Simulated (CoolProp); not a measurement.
The fluid at 293.15 K and 0.186 MPa expands adiabatically to 0.0689 MPa with isentropic efficiency 0.85. The same conditions are run with several fluids, on thermodynamics alone (safety and materials aside).

The numbers come from the reference Helmholtz-energy equation of state of each fluid (chlorine: Thol 2021; nitrogen: Span 2000; oxygen: Schmidt 1985; carbonyl sulfide: Lemmon 2006; chloromethane (R40): Thol 2014) in CoolProp.

```
fluid                work (kJ/kg)  final temperature (K)  final density (kg/m³)
-------------------  ------------  ---------------------  ---------------------
chlorine                     25.1                      …                      …
nitrogen                     63.9                  231.5                      …
oxygen                       55.9                      …                   1.15
carbonyl sulfide             30.3                  245.6                   2.06
chloromethane (R40)          35.6                  244.3                   1.76
```

Q: What belongs in the gaps?

A: 
- chlorine, final temperature (K): 237.2
- chlorine, final density (kg/m³): 2.52
- nitrogen, final density (kg/m³): 1.00
- oxygen, final temperature (K): 231.7
